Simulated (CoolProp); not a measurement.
The numbers come from the reference Helmholtz-energy equation of state, Lemmon 2006 in CoolProp. It is a short technical equation, of lower accuracy than the large ones.

For C3F8 (R218), give the phase and the density (kg/m³), cp (kJ/(kg K)), cv (kJ/(kg K)), isothermal compressibility (1/MPa) at 133.1 K and 1.29 bar; 193.6 K and 1.29 bar; 274.4 K and 1.29 bar.


- 133.1 K and 1.29 bar: liquid; density 1980, cp 0.798, cv 0.480, isothermal compressibility 0.000701
- 193.6 K and 1.29 bar: liquid; density 1770, cp 0.889, cv 0.608, isothermal compressibility 0.00155
- 274.4 K and 1.29 bar: gas; density 11.0, cp 0.768, cv 0.714, isothermal compressibility 8.07
